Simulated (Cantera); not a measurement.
Input: 1 mol (CH3)2SiCl2, 0.12 mol HCl, 14 mol H2, held at 10.0 mbar.

Method: chemical equilibrium by Gibbs-energy minimisation in Cantera with the NASA 1993 tables (ideal gas, pure condensed phases). Candidate condensed phases: C, C6H6, C7H8, C8H18, Si, SiC; 109 gas species. The feed counts by its element totals alone. The tables' values for SiCl3 are old estimates; treat these amounts as uncertain. Kinetics and transport are ignored. All values below are at 1350 K.

Base state: H2 0.883, HCl 0.117, SiCl2 0.000165, CH4 4.50e-5, H 2.24e-5, SiCl3 1.49e-5 (mole fractions); condensed: C(graphite) + SiC(s).

Q: What changes in the equilibrium state with this change: pressure from 10.0 mbar to 0.420 bar?

A: 
```json
[
 {"species": "H2", "before": "0.883", "after": "0.882"},
 {"species": "HCl", "before": "0.117", "after": "0.115"},
 {"species": "CH4", "before": "4.50e-5", "after": "0.00188"},
 {"species": "SiCl4", "before": "6.76e-6", "after": "0.000271"},
 {"species": "SiHCl3", "before": "2.93e-6", "after": "0.000119"},
 {"species": "H", "before": "2.24e-5", "after": "3.45e-6"},
 {"species": "C(graphite), mol", "before": "1.00", "after": "0.978"},
 {"species": "SiC(s), mol", "before": "0.997", "after": "0.988"}
]
```
